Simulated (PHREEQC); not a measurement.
Consider water at 55 °C with 0.083 mol/kgw NaH2PO4 and 0.015 mol/kgw HCl. Closed to the air; pH follows from the charge balance.

Equilibrium calculation in PHREEQC: ion-association model, wateq4f.dat.

```json
{
  "pH": "2.91",
  "ionic_strength": "0.0845 mol/kgw",
  "total_alkalinity": "-15.0 meq/kg"
}
```

```
species  molality  activity   log γ
-------  --------  --------  ------
Na+        0.0830    0.0649  -0.107
H2PO4-     0.0695    0.0548  -0.103
Cl-        0.0150    0.0115  -0.116
H3PO4      0.0135    0.0138   0.008
H+        0.00150   0.00123  -0.084
HPO4-2    8.51e-6   3.21e-6  -0.423
NaHPO4-   5.15e-7   4.07e-7  -0.103
```

This is a speciation only: nothing precipitates in the calculation. H3PO4, which wateq4f.dat lacks, is added to it with the constant of phreeqc.dat. At this temperature some constants are extrapolated from 25 °C, and those without enthalpy data are left unchanged.
